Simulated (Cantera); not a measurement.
An adiabatic, constant-pressure homogeneous reactor starts with CH3OH : O2 : N2 = 1 : 1.85 : 6.96 (molar parts), equivalence ratio 0.81, at 1400 K and 29.0 bar. Integrator tolerance rtol = 1e-08.

Cantera simulation using GRI-Mech 3.0 (53 species, 325 reactions); the numbers are that mechanism's predictions, not measurements. GRI-Mech 3.0 was tuned for natural gas; its chemistry of methanol as a main component is partial and can be far from experiment. The pressure lies above the range GRI-Mech 3.0 was tuned for (to about 10 atm).

What does this change do: initial temperature 1400 to 1150 K?


```json
[
 {"quantity": "time of steepest temperature rise", "before": "44.8 µs", "after": "1.84 ms"},
 {"quantity": "temperature at 1.00 s", "before": "2781 K", "after": "2630 K"},
 {"quantity": "equilibrium temperature", "before": "2781 K", "after": "2630 K"},
 {"quantity": "x(CH3OH) at 1.00 s", "before": "<1e-12 (gas-phase equilibrium <1e-12)", "after": "<1e-12 (gas-phase equilibrium <1e-12)"},
 {"quantity": "x(O2) at 1.00 s", "before": "0.0317 (gas-phase equilibrium 0.0317)", "after": "0.0308 (gas-phase equilibrium 0.0308)"},
 {"quantity": "x(HCN) at 1.00 s", "before": "7.88e-10 (gas-phase equilibrium 7.88e-10)", "after": "1.76e-10 (gas-phase equilibrium 1.76e-10)"},
 {"quantity": "x(CO2) at 1.00 s", "before": "0.0835 (gas-phase equilibrium 0.0835)", "after": "0.0896 (gas-phase equilibrium 0.0896)"},
 {"quantity": "x(NO) at 1.00 s", "before": "0.0128 (gas-phase equilibrium 0.0128)", "after": "0.0101 (gas-phase equilibrium 0.0101)"},
 {"quantity": "x(N2O) at 1.00 s", "before": "3.53e-6 (gas-phase equilibrium 3.53e-6)", "after": "2.78e-6 (gas-phase equilibrium 2.78e-6)"},
 {"quantity": "x(C2H2) at 1.00 s", "before": "<1e-12 (gas-phase equilibrium <1e-12)", "after": "<1e-12 (gas-phase equilibrium <1e-12)"}
]
```

What does this change do: initial temperature 1400 to 1675 K?


| quantity | before | after |
|---|---|---|
| time of steepest temperature rise | 44.8 µs | 3.68 µs |
| temperature at 1.00 s | 2781 K | 2932 K |
| equilibrium temperature | 2781 K | 2932 K |
| x(CH3OH) at 1.00 s | <1e-12 (gas-phase equilibrium <1e-12) | <1e-12 (gas-phase equilibrium <1e-12) |
| x(O2) at 1.00 s | 0.0317 (gas-phase equilibrium 0.0317) | 0.0332 (gas-phase equilibrium 0.0332) |
| x(HCN) at 1.00 s | 7.88e-10 (gas-phase equilibrium 7.88e-10) | 2.77e-9 (gas-phase equilibrium 2.77e-9) |
| x(CO2) at 1.00 s | 0.0835 (gas-phase equilibrium 0.0835) | 0.0752 (gas-phase equilibrium 0.0752) |
| x(NO) at 1.00 s | 0.0128 (gas-phase equilibrium 0.0128) | 0.0159 (gas-phase equilibrium 0.0159) |
| x(N2O) at 1.00 s | 3.53e-6 (gas-phase equilibrium 3.53e-6) | 4.41e-6 (gas-phase equilibrium 4.41e-6) |
| x(C2H2) at 1.00 s | <1e-12 (gas-phase equilibrium <1e-12) | <1e-12 (gas-phase equilibrium <1e-12) |

What does this change do: N2 6.96 to 14 parts?


| quantity | before | after |
|---|---|---|
| time of steepest temperature rise | 44.8 µs | 56.7 µs |
| temperature at 1.00 s | 2781 K | 2367 K |
| equilibrium temperature | 2781 K | 2367 K |
| x(CH3OH) at 1.00 s | <1e-12 (gas-phase equilibrium <1e-12) | <1e-12 (gas-phase equilibrium <1e-12) |
| x(O2) at 1.00 s | 0.0317 (gas-phase equilibrium 0.0317) | 0.0178 (gas-phase equilibrium 0.0178) |
| x(HCN) at 1.00 s | 7.88e-10 (gas-phase equilibrium 7.88e-10) | 6.92e-12 (gas-phase equilibrium 6.92e-12) |
| x(CO2) at 1.00 s | 0.0835 (gas-phase equilibrium 0.0835) | 0.0562 (gas-phase equilibrium 0.0562) |
| x(NO) at 1.00 s | 0.0128 (gas-phase equilibrium 0.0128) | 0.00529 (gas-phase equilibrium 0.00529) |
| x(N2O) at 1.00 s | 3.53e-6 (gas-phase equilibrium 3.53e-6) | 1.59e-6 (gas-phase equilibrium 1.59e-6) |
| x(C2H2) at 1.00 s | <1e-12 (gas-phase equilibrium <1e-12) | <1e-12 (gas-phase equilibrium <1e-12) |
